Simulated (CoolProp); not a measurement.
Carbon dioxide along the isotherm 576.9 K: Z from the reference equation and from simpler models built on Tc = 304.1 K, pc = 7377 kPa, ω = 0.224; each cubic takes its own stable root.

Model: reference Helmholtz-energy equation of state, Span 1996, in CoolProp.

```json
[
 {"p (kPa)": "8200", "phase": "supercritical", "reference": "0.9770", "Redlich-Kwong": "0.9610", "Soave-Redlich-Kwong": "0.9938", "Peng-Robinson": "0.9777"},
 {"p (kPa)": "16400", "phase": "supercritical", "reference": "0.9657", "Redlich-Kwong": "0.9369", "Soave-Redlich-Kwong": "0.9991", "Peng-Robinson": "0.9709"},
 {"p (kPa)": "24600", "phase": "supercritical", "reference": "0.9675", "Redlich-Kwong": "0.9301", "Soave-Redlich-Kwong": "1.015", "Peng-Robinson": "0.9776"},
 {"p (kPa)": "32800", "phase": "supercritical", "reference": "0.9828", "Redlich-Kwong": "0.9400", "Soave-Redlich-Kwong": "1.041", "Peng-Robinson": "0.9952"},
 {"p (kPa)": "41000", "phase": "supercritical", "reference": "1.010", "Redlich-Kwong": "0.9638", "Soave-Redlich-Kwong": "1.073", "Peng-Robinson": "1.021"},
 {"p (kPa)": "49200", "phase": "supercritical", "reference": "1.046", "Redlich-Kwong": "0.9977", "Soave-Redlich-Kwong": "1.112", "Peng-Robinson": "1.053"},
 {"p (kPa)": "57400", "phase": "supercritical", "reference": "1.089", "Redlich-Kwong": "1.039", "Soave-Redlich-Kwong": "1.154", "Peng-Robinson": "1.089"},
 {"p (kPa)": "65600", "phase": "supercritical", "reference": "1.136", "Redlich-Kwong": "1.084", "Soave-Redlich-Kwong": "1.199", "Peng-Robinson": "1.128"},
 {"p (kPa)": "73800", "phase": "supercritical", "reference": "1.187", "Redlich-Kwong": "1.133", "Soave-Redlich-Kwong": "1.247", "Peng-Robinson": "1.170"}
]
```
